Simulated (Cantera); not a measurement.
A Cantera script and its output.

```python
import numpy as np
import cantera as ct

gas = ct.Solution("gri30.yaml")
gas.TPX = 400, 46000, {'CH4': 1, 'O2': 4.08, 'N2': 15.3}
inlet = ct.Reservoir(gas, clone=True)
gas.equilibrate("HP")  # start burning
reactor = ct.IdealGasConstPressureReactor(gas, energy="on", clone=False)
exhaust = ct.Reservoir(gas, clone=True)
tau = [0.072, 0.039, 0.022, 0.012, 0.0065, 0.0036, 0.002, 0.0011, 0.00059, 0.00032, 0.00018, 9.7e-05][0]
for a, b in ((inlet, reactor), (reactor, exhaust)):
    ct.MassFlowController(a, b, mdot=lambda t: reactor.mass / tau)
net = ct.ReactorNet([reactor])
show = ['CH4', 'O2', 'CH2CO', 'CH2', 'N2O', 'H', 'HCN']

rows = []
print(f"{'tau/s':>10s}{'T/K':>9s}" + "".join(f"{s:>11s}" for s in show))
for tau in [0.072, 0.039, 0.022, 0.012, 0.0065, 0.0036, 0.002, 0.0011, 0.00059, 0.00032, 0.00018, 9.7e-05]:
    net.initial_time = 0.0
    net.advance(30 * tau)
    before = gas.X
    net.advance(40 * tau)
    drift = np.max(np.abs(gas.X - before) / (gas.X + 1e-9))
    rows.append([gas.T, *gas[show].X, drift])
    print(f"{tau:10.3e}{gas.T:9.1f}" + "".join(f"{x:11.3e}" for x in gas[show].X))
```

Result:

```
     tau/s      T/K        CH4         O2      CH2CO        CH2        N2O          H        HCN
 7.200e-02   1531.5  3.481e-05  1.021e-01  3.530e-09  5.867e-08  4.507e-07  4.362e-05  1.151e-09
 3.900e-02   1526.1  5.143e-05  1.022e-01  5.333e-09  9.483e-08  4.121e-07  7.766e-05  1.503e-09
 2.200e-02   1518.9  7.447e-05  1.023e-01  7.846e-09  1.461e-07  3.684e-07  1.313e-04  2.074e-09
 1.200e-02   1508.0  1.115e-04  1.026e-01  1.207e-08  2.271e-07  3.198e-07  2.242e-04  3.099e-09
 6.500e-03   1492.1  1.719e-04  1.032e-01  1.965e-08  3.491e-07  2.717e-07  3.728e-04  4.829e-09
 3.600e-03   1469.8  2.719e-04  1.041e-01  3.444e-08  5.233e-07  2.271e-07  5.802e-04  7.491e-09
 2.000e-03   1437.0  4.648e-04  1.058e-01  7.094e-08  7.903e-07  1.826e-07  8.330e-04  1.160e-08
 1.100e-03   1380.4  9.995e-04  1.097e-01  2.306e-07  1.293e-06  1.264e-07  1.001e-03  1.824e-08
 5.900e-04    400.0  4.907e-02  2.002e-01 -2.736e-19 -5.706e-34 -3.184e-21 -3.592e-32 -8.623e-22
 3.200e-04    400.0  4.907e-02  2.002e-01  8.101e-24  5.277e-37  9.428e-26  6.432e-36  2.553e-26
 1.800e-04    400.0  4.907e-02  2.002e-01  5.117e-25 -1.536e-37  5.955e-27 -1.854e-36  1.613e-27
 9.700e-05    400.0  4.907e-02  2.002e-01  3.232e-26  7.775e-39  3.762e-28  9.128e-38  1.019e-28
```

Computed with Cantera and GRI-Mech 3.0 (53 species, 325 reactions).
